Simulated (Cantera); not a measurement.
# BF3 + O2 + H2 + H2O (boron, boron nitride and boron oxide)

A closed system holds: 1 mol BF3, 3.7 mol O2, 2.1 mol H2, 0.24 mol H2O, equilibrated at 0.000290 bar.

Method: chemical equilibrium by Gibbs-energy minimisation in Cantera with the NASA 1993 tables (ideal gas, pure condensed phases). Candidate condensed phases: B, B2O3, B3O3H3, H2O; 43 gas species. Equilibrium is a limit: real reactors are often held back by kinetics, nucleation or transport.

| T (°C) | x O2 | x HF | x H2O | x BOF | x O | x OH | x H | x HBO2 | x H2 |
|---|---|---|---|---|---|---|---|---|---|
| 1602 | 0.369 | 0.309 | 0.157 | 0.116 | 0.00858 | 0.0118 | 0.00154 | 0.0231 | 0.00160 |
| 1652 | 0.365 | 0.308 | 0.153 | 0.115 | 0.0130 | 0.0152 | 0.00274 | 0.0227 | 0.00239 |
| 1702 | 0.359 | 0.306 | 0.148 | 0.114 | 0.0194 | 0.0193 | 0.00473 | 0.0221 | 0.00346 |
| 1752 | 0.351 | 0.304 | 0.141 | 0.112 | 0.0281 | 0.0239 | 0.00789 | 0.0213 | 0.00487 |
| 1802 | 0.341 | 0.300 | 0.133 | 0.111 | 0.0400 | 0.0291 | 0.0128 | 0.0202 | 0.00666 |
| 1852 | 0.329 | 0.295 | 0.122 | 0.109 | 0.0556 | 0.0345 | 0.0200 | 0.0187 | 0.00880 |
| 1902 | 0.313 | 0.289 | 0.109 | 0.106 | 0.0756 | 0.0398 | 0.0303 | 0.0169 | 0.0112 |
x: gas mole fraction; nothing condenses.

From 1602 °C to 1902 °C nothing is condensed. The main B-bearing gas is BOF throughout.
